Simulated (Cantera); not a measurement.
Input (Python, Cantera) and output of one run.

```python
import numpy as np
import cantera as ct

gas_names = """
    H HO2 H2 H2O H2O2 O OH O2 O3 Ti TiO TiO2
""".split()
cond_names = """
    H2O(s) H2O(L) Ti(a) Ti(b) Ti(L) TiO(a) TiO(b) TiO(L) TiO2(ru) TiO2(L) Ti2O3(a) Ti2O3(b) Ti2O3(L)
    Ti3O5(a) Ti3O5(b) Ti3O5(L) Ti4O7(s) Ti4O7(L)
""".split()


# ... load() reads the species with a 1 bar reference pressure and builds the phases ...
atoms = {
    'TiO2': {'Ti': 1, 'O': 2},
    'H2': {'H': 2},
}
top_T = {}  # K; cautious upper limits of use, not melting points


# ... equilibrate(T, P, feed) seeds the gas with the atoms and calls Mixture.equilibrate('TP', solver="vcs", rtol=1e-11, max_steps=5000) ...
results = []
feed = {'TiO2': 1, 'H2': 49}  # mol
T = 1198  # K
P = 100000  # Pa
mix = equilibrate(T, P, feed)
results.append((T, P, feed, dict(zip(mix.species_names, mix.species_moles))))
print(gas.report(threshold=1e-06))
for i in range(1, mix.n_phases):
    print(f"{mix.phase(i).name:16s} {mix.phase_moles(i):12.5e} mol")
```

Result:

```
       temperature   1198 K
          pressure   1e+05 Pa
           density   0.020406 kg/m^3
  mean mol. weight   2.0326 kg/kmol
   phase of matter   gas

                          1 kg             1 kmol
                     ---------------   ---------------
          enthalpy        1.3041e+07        2.6508e+07  J
   internal energy        8.1407e+06        1.6547e+07  J
           entropy             84574        1.7191e+05  J/K
    Gibbs function       -8.8278e+07       -1.7943e+08  J
 heat capacity c_p             15297             31094  J/K
 heat capacity c_v             11207             22779  J/K

                      mass frac. Y      mole frac. X     chem. pot. / RT
                     ---------------   ---------------   ---------------
                H2            0.9908           0.99896           -17.974
               H2O         0.0092018         0.0010382           -56.607
     [  +10 minor]        9.4239e-08        1.9001e-07

Ti(b)             0.00000e+00 mol
TiO(a)            0.00000e+00 mol
TiO2(ru)          7.96507e-01 mol
Ti2O3(b)          0.00000e+00 mol
Ti3O5(b)          0.00000e+00 mol
Ti4O7(s)          5.08733e-02 mol
```

Method: chemical equilibrium by Gibbs-energy minimisation in Cantera with the NASA 1993 tables (ideal gas, pure condensed phases). Mutual solubility and eutectic melting of coexisting phases are not modelled. Condensed phases not in the tables: Magnéli phases beyond Ti4O7.
